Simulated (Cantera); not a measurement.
## Stirred combustor or abatement burner

A perfectly stirred reactor is fed with CH4 : C2H6 : O2 : N2 : H2O = 1 : 0.25 : 5.64 : 46.8 : 0.95 (molar parts), equivalence ratio 0.51, at 1.20 bar; it is adiabatic with a 748 K inlet, and is followed from long to short residence time, starting on the burning branch (τ in s: 0.029, 0.015, 0.0077, 0.004, 0.0021, 0.0011, 0.00056, 0.00029, 0.00015, 7.7e-05, 4e-05).

Detailed kinetics in Cantera: GRI-Mech 3.0 (53 species, 325 reactions).

| τ (s) | T (K) | x CH4 | x C2H6 | x O2 | x NO | x CH2 |
|---|---|---|---|---|---|---|
| 0.029 | 1352 | 6.36e-5 | 4.10e-6 | 0.0511 | 3.66e-7 | 5.40e-8 |
| 0.015 | 1345 | 0.000104 | 6.60e-6 | 0.0515 | 2.90e-7 | 9.42e-8 |
| 0.0077 | 1332 | 0.000183 | 1.14e-5 | 0.0523 | 2.27e-7 | 1.63e-7 |
| 0.0040 | 1302 | 0.000411 | 2.51e-5 | 0.0543 | 1.32e-7 | 2.71e-7 |
| 0.0021 | 748 | 0.0183 | 0.00458 | 0.103 | <1e-12 | <1e-12 |
| 0.0011 | 748 | 0.0183 | 0.00458 | 0.103 | <1e-12 | <1e-12 |
| 0.00056 | 748 | 0.0183 | 0.00458 | 0.103 | <1e-12 | <1e-12 |
| 0.00029 | 748 | 0.0183 | 0.00458 | 0.103 | <1e-12 | <1e-12 |
| 0.00015 | 748 | 0.0183 | 0.00458 | 0.103 | <1e-12 | <1e-12 |
| 7.7e-5 | 748 | 0.0183 | 0.00458 | 0.103 | <1e-12 | <1e-12 |
| 4.0e-5 | 748 | 0.0183 | 0.00458 | 0.103 | <1e-12 | <1e-12 |
x: mole fraction; the columns are a selection and need not sum to one.
